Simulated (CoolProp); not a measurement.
Computed with CoolProp (reference Helmholtz-energy equation of state, Lemmon 2006). It is a short technical equation, of lower accuracy than the large ones.

Q: For R142b, give the phase and the Joule-Thomson coefficient (K/MPa), expansivity (1/kK), viscosity (µPa s), conductivity (mW/(m K)) at 454.1 K and 62.4 bar; 454.1 K and 250 bar; 454.1 K and 405 bar.

A: 
- 454.1 K and 62.4 bar: supercritical; Joule-Thomson coefficient 8.91, expansivity 16.6, viscosity 27.2, conductivity 39.4
- 454.1 K and 250 bar: supercritical; Joule-Thomson coefficient 0.131, expansivity 2.56, viscosity 99.0, conductivity 61.3
- 454.1 K and 405 bar: supercritical; Joule-Thomson coefficient -0.148, expansivity 1.77, viscosity 127, conductivity 69.4

Viscosity comes from a separate model (Huber 2003), an estimate that may be off by 10 % or more. Thermal conductivity comes from a separate model (Huber 2003), an estimate that may be off by 10 % or more.
